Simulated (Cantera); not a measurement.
Input: 1 mol Al(CH3)3, 6.8 mol N2O, 12 mol H2, at 0.133 bar.

Equilibrium computed with Cantera from the NASA thermochemical tables; the gas is ideal and each condensed phase is pure. Candidate condensed phases: Al, AlN, Al2O3, C, C6H6, C7H8, C8H18, H2O; 148 gas species. The feed counts by its element totals alone. Kinetics and transport are ignored. All values below are at 1225 K.

Base state: H2 0.550, N2 0.259, CO 0.104, H2O 0.0775, CO2 0.00999 (mole fractions); condensed: Al2O3(s).

Question: What changes in the equilibrium state with this change: N2O from 6.8 to 11 mol?

Answer: 
```tsv
species	before	after
N2	0.259	0.361
H2	0.550	0.354
H2O	0.0775	0.187
CO2	0.00999	0.0260
CO	0.104	0.0723
Al2O3(s), mol	0.500	0.500
```
